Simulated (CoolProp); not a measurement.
Propane at 560.44 K and 0.207 MPa flows at 19 m/s in a round tube of 100 mm bore and 0.25 µm roughness, fully developed (64/Re and Nu = 3.66 if laminar; Colebrook and Gnielinski if turbulent). Each further row changes one setting.

Model: reference Helmholtz-energy equation of state, Lemmon 2009, in CoolProp.

| case | Reynolds number | Darcy friction factor | pressure drop (Pa/m) | heat-transfer coefficient (W/(m² K)) | mass flow (kg/h) |
|---|---|---|---|---|---|
| as stated | 254000 | (withheld) | 53.1 | (withheld) | (withheld) |
| velocity 38 m/s | 508000 | 0.0132 | 187 | 380 | 2110 |
| diameter 200 mm | 508000 | 0.0131 | (withheld) | (withheld) | (withheld) |

### Question
Fill in the missing entries.

### Answer

- as stated, Darcy friction factor: 0.0150
- as stated, heat-transfer coefficient (W/(m² K)): 217
- as stated, mass flow (kg/h): 1060
- diameter 200 mm, pressure drop (Pa/m): 23.3
- diameter 200 mm, heat-transfer coefficient (W/(m² K)): 190
- diameter 200 mm, mass flow (kg/h): 4230

Viscosity comes from a separate model (Vogel 1998). Thermal conductivity comes from a separate model (Marsh 2002).
